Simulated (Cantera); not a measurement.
Charge: 1 mol MgSO4, 0.28 mol CO2, 1.1 mol O2, at 1.00 bar.

Cantera equilibrium calculation (NASA polynomials, part measured and part estimated; ideal gas, pure solids and liquids). Candidate condensed phases: C, Mg, MgCO3, MgO, MgS, MgSO4, S; 26 gas species. Mutual solubility and eutectic melting of coexisting phases are not modelled. The numbers say what is thermodynamically allowed, not how fast it happens.

log p: log10 of the partial pressure in bar; n: condensed amount in mol.

| T (°C) | log p O2 | log p SO2 | log p CO2 | log p SO3 | log p O | n MgO(s) | n MgSO4(s) |
|---|---|---|---|---|---|---|---|
| 875 | -0.10 | -2.99 | -0.69 | -3.44 | -8.15 | 0.00193 | 0.998 |
| 975 | -0.11 | -1.64 | -0.71 | -2.44 | -7.23 | 0.0382 | 0.962 |
| 1075 | -0.26 | -0.48 | -1.01 | [?] | [?] | 1.00 | 0 |
| 1175 | -0.26 | -0.47 | -1.01 | -1.91 | -5.84 | 1.00 | 0 |
| 1275 | -0.26 | -0.47 | -1.01 | -2.13 | -5.25 | 1.00 | 0 |
| 1375 | -0.26 | -0.46 | -1.01 | [?] | [?] | 1.00 | 0 |
| 1475 | -0.26 | -0.46 | -1.01 | -2.49 | -4.26 | 1.00 | 0 |
| 1575 | -0.26 | -0.46 | -1.01 | -2.64 | -3.85 | 1.00 | 0 |
| 1675 | -0.26 | -0.46 | -1.01 | -2.77 | -3.48 | 1.00 | 0 |
| 1775 | -0.26 | -0.46 | -1.01 | -2.90 | -3.15 | 1.00 | 0 |

Problem. What belongs in the gaps?

Solution. 
- 1375, log p SO3: -2.32
- 1375, log p O: -4.72
- 1075, log p SO3: -1.66
- 1075, log p O: -6.52
